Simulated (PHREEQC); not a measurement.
0.5 mol of Atacamite (Cu2(OH)3Cl) is brought to equilibrium with 1 kg of water holding 0.029 mol/kgw HCl, with rising amounts of KF, at 20 °C. O2 is buffered at 0.21 atm. CO2 from the air is kept out. The run lets Atacamite, Cu(OH)2, CuF2:2H2O precipitate or redissolve, and no other solid.

Equilibrium calculation in PHREEQC: ion-association model, wateq4f.dat.

```json
[
 {"KF added (mol)": "0", "pH": "4.40", "dissolved Cu (mol/kgw)": "0.0193", "dissolved Cl (mol/kgw)": "0.0386"},
 {"KF added (mol)": "0.0833", "pH": "4.61", "dissolved Cu (mol/kgw)": "0.0177", "dissolved Cl (mol/kgw)": "0.0379"},
 {"KF added (mol)": "0.125", "pH": "4.68", "dissolved Cu (mol/kgw)": "…", "dissolved Cl (mol/kgw)": "0.0375"},
 {"KF added (mol)": "0.167", "pH": "…", "dissolved Cu (mol/kgw)": "0.0153", "dissolved Cl (mol/kgw)": "0.0373"},
 {"KF added (mol)": "0.25", "pH": "4.97", "dissolved Cu (mol/kgw)": "…", "dissolved Cl (mol/kgw)": "0.0373"},
 {"KF added (mol)": "0.333", "pH": "5.13", "dissolved Cu (mol/kgw)": "0.00665", "dissolved Cl (mol/kgw)": "0.0373"},
 {"KF added (mol)": "0.375", "pH": "…", "dissolved Cu (mol/kgw)": "0.00577", "dissolved Cl (mol/kgw)": "0.0372"},
 {"KF added (mol)": "0.417", "pH": "5.26", "dissolved Cu (mol/kgw)": "…", "dissolved Cl (mol/kgw)": "0.0372"},
 {"KF added (mol)": "0.5", "pH": "5.36", "dissolved Cu (mol/kgw)": "0.00411", "dissolved Cl (mol/kgw)": "0.0371"}
]
```

Complete the blanks.


- 0.125, dissolved Cu (mol/kgw): 0.0171
- 0.167, pH: 4.76
- 0.25, dissolved Cu (mol/kgw): 0.00943
- 0.375, pH: 5.20
- 0.417, dissolved Cu (mol/kgw): 0.00509
